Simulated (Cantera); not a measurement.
Charge: 1 mol borazine, 0.25 mol NH3, at 6.70 mbar.

These are equilibrium values from Cantera (NASA tables, ideal gas, pure condensed phases), not measurements of a reactor. Candidate condensed phases: B, BN; 15 gas species. The feed counts by its element totals alone. Equilibrium is a limit: real reactors are often held back by kinetics, nucleation or transport.

**Question.** At 1498 K, list the 3 most abundant gas species with their mole fractions, and the condensed phases.

**Answer.** H2 0.964, N2 0.0357, H 0.000206. Condensed: BN(s).
